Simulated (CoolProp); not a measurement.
Vapour-liquid equilibrium of CH2F2 (R32) (1) + 1-butene (2) at 307.4 K; x and y are mole fractions of (1).

The numbers come from the multi-fluid Helmholtz-energy mixture model, Tillner-Roth 1997 and Lemmon 2005; pair parameters Bell 2016 in CoolProp.

Question: Give the bubble pressure and the first vapour's composition at x = 0.2, 0.5, 0.95. Is there an azeotrope?

Answer: x = 0.2: 1535 kPa, y = 0.724; x = 0.5: 1999 kPa, y = 0.796; x = 0.95: 2192 kPa, y = 0.942. y crosses x between x = 0.8 and 0.95: the model has an azeotrope there.

The pair parameters rest on a limited set of measurements; away from them the model extrapolates. With so large a gap from Raoult's law the liquid may split in two, which this calculation doesn't test in full.
